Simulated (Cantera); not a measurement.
A closed system holds: 1 mol trisilylamine, 2.8 mol NH₃, 2.3 mol N₂, equilibrated at 133 Pa.

Method: chemical equilibrium by Gibbs-energy minimisation in Cantera with the NASA 1993 tables (ideal gas, pure condensed phases). Candidate condensed phases: Si, Si₃N₄; 18 gas species. The feed counts by its element totals alone. Gases not in the tables: Si₂H₆ and higher silanes. Equilibrium is a limit: real reactors are often held back by kinetics, nucleation or transport.

Task: Which condensed phases are stable at each of these points (T (K)): 1623, 1698, 1773, 1848, 1923, 1998, 2073, 2148?

Result: 
| T (K) | condensed phases | Si condensed (%) |
|---|---|---|
| 1623 | Si(s) | 99.9 |
| 1698 | Si(l) | 99.8 |
| 1773 | Si(l) | 99.2 |
| 1848 | Si(l) | 97.8 |
| 1923 | Si(l) | 94.0 |
| 1998 | Si(l) | 84.6 |
| 2073 | Si(l) | 61.8 |
| 2148 | Si(l) | 4.7 |

At 1623 K the condensed part is Si(s). From 1698 K to 2148 K the condensed part is Si(l).
